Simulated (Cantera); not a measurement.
Cantera run, input and output.

```python
import numpy as np
import cantera as ct

gas = ct.Solution("gri30.yaml")
gas.TPX = 1550, 180000, {'CH4': 1, 'CO2': 0.31}
reactor = ct.IdealGasConstPressureReactor(gas, energy="off", clone=False)
net = ct.ReactorNet([reactor])
net.rtol, net.atol = 1e-08, 1e-18
show = ['CH4', 'CO2', 'HO2', 'CH2CO', 'HCO', 'H2']
times = np.geomspace(1e-06, 70, 15)

steps = ct.SolutionArray(gas, extra=["t"])
rows = []
print(f"{'t/s':>10s}{'T/K':>9s}{'P/Pa':>11s}" + "".join(f"{s:>11s}" for s in show))
for t in times:
    while net.time < t:
        t_next = net.step()
        steps.append(gas.state, t=t_next)
    rows.append([np.interp(t, steps.t, y) for y in (steps.T, steps.P, *steps(*show).X.T)])
    print(f"{t:10.3e}{rows[-1][0]:9.1f}{rows[-1][1]:11.4g}" + "".join(f"{x:11.3e}" for x in rows[-1][2:]))
rate = np.gradient(steps.T, steps.t)
print("integrator steps:", len(steps.t))
if steps.T.max() > steps.T[0] + 200:
    print(f"time of steepest temperature rise: {steps.t[rate.argmax()]:.4e} s")
gas.TPX = 1550, 180000, {'CH4': 1, 'CO2': 0.31}
gas.equilibrate("TP")
print(f"equilibrium (TP): T = {gas.T:.1f} K  " + "  ".join(f"{s} {gas[s].X[0]:.3e}" for s in show))
```

It prints:

```
       t/s      T/K       P/Pa        CH4        CO2        HO2      CH2CO        HCO         H2
 1.000e-06   1550.0    1.8e+05  7.634e-01  2.366e-01  1.690e-18  8.177e-19  4.396e-17  1.964e-06
 3.634e-06   1550.0    1.8e+05  7.633e-01  2.366e-01  5.349e-18  4.247e-17  3.462e-16  7.314e-06
 1.320e-05   1550.0    1.8e+05  7.633e-01  2.366e-01  1.068e-17  2.129e-15  2.133e-14  2.688e-05
 4.798e-05   1550.0    1.8e+05  7.631e-01  2.366e-01  1.013e-17  1.034e-13  2.016e-12  1.030e-04
 1.744e-04   1550.0    1.8e+05  7.624e-01  2.366e-01  1.061e-17  3.380e-12  3.759e-11  4.348e-04
 6.336e-04   1550.0    1.8e+05  7.598e-01  2.365e-01  1.501e-17  8.537e-11  2.452e-10  1.928e-03
 2.302e-03   1550.0    1.8e+05  7.470e-01  2.355e-01  4.026e-17  3.084e-09  8.136e-10  1.052e-02
 8.367e-03   1550.0    1.8e+05  6.894e-01  2.281e-01  1.678e-16  1.144e-07  8.588e-10  5.531e-02
 3.040e-02   1550.0    1.8e+05  5.414e-01  1.997e-01  6.084e-16  1.772e-06  6.172e-10  1.745e-01
 1.105e-01   1550.0    1.8e+05  3.191e-01  1.281e-01  1.401e-15  9.422e-06  1.351e-09  3.224e-01
 4.015e-01   1550.0    1.8e+05  1.362e-01  2.878e-02  8.234e-16  2.298e-05  4.487e-09  4.075e-01
 1.459e+00   1550.0    1.8e+05  1.069e-01  1.306e-02  3.422e-16  1.673e-05  6.571e-09  4.507e-01
 5.301e+00   1550.0    1.8e+05  1.061e-01  6.955e-03  6.497e-17  6.552e-06  8.808e-09  4.965e-01
 1.926e+01   1550.0    1.8e+05  1.030e-01  1.095e-03  1.270e-18  1.961e-06  1.062e-08  5.316e-01
 7.000e+01   1550.0    1.8e+05  1.022e-01  3.442e-06  1.237e-23  1.388e-06  1.094e-08  5.378e-01
integrator steps: 1826
equilibrium (TP): T = 1550.0 K  CH4 1.022e-01  CO2 5.513e-07  HO2 3.607e-25  CH2CO 1.389e-06  HCO 1.095e-08  H2 5.378e-01
```

Detailed kinetics in Cantera: GRI-Mech 3.0 (53 species, 325 reactions). GRI-Mech 3.0 stops at C3 and has no aromatics, soot or wall deposition, so with more carbon than oxygen in the feed, carbon stays in small species such as C2H2 where larger ones or solid carbon would form.
